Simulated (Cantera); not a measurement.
A perfectly stirred reactor is fed with CH4 : CO : O2 : N2 = 1 : 0.17 : 1.74 : 6.53 (molar parts), at 760 Torr; it is adiabatic with a 775 K inlet, and is followed from long to short residence time, starting on the burning branch (τ in s: 0.43, 0.15, 0.052, 0.018, 0.0062, 0.0022, 0.00075, 0.00026, 9.1e-05, 3.2e-05, 1.1e-05).

Model: GRI-Mech 3.0 (53 species, 325 reactions), integrated in Cantera.

Q: Predict: blow-out, bracketed by the residence times tried; x(CH4) at τ = 0.430 s; x(CO) at τ = 0.430 s; x(O2) at τ = 0.430 s; x(HO2) at τ = 0.430 s; x(H2O) at τ = 0.430 s; x(CH4) at τ = 2.20 ms; x(CO) at τ = 2.20 ms; x(O2) at τ = 2.20 ms; x(HO2) at τ = 2.20 ms; x(H2O) at τ = 2.20 ms.

A: 
```json
{
 "blow_out_bracketed_by_the_residence_times_tried": "burning at 91.0 µs, out at 32.0 µs",
 "x(CH4) at τ = 0.430 s": "5.19e-7",
 "x(CO) at τ = 0.430 s": "0.0527",
 "x(O2) at τ = 0.430 s": "0.00126",
 "x(HO2) at τ = 0.430 s": "3.60e-7",
 "x(H2O) at τ = 0.430 s": "0.178",
 "x(CH4) at τ = 2.20 ms": "4.06e-5",
 "x(CO) at τ = 2.20 ms": "0.0559",
 "x(O2) at τ = 2.20 ms": "0.00467",
 "x(HO2) at τ = 2.20 ms": "1.23e-6",
 "x(H2O) at τ = 2.20 ms": "0.170"
}
```
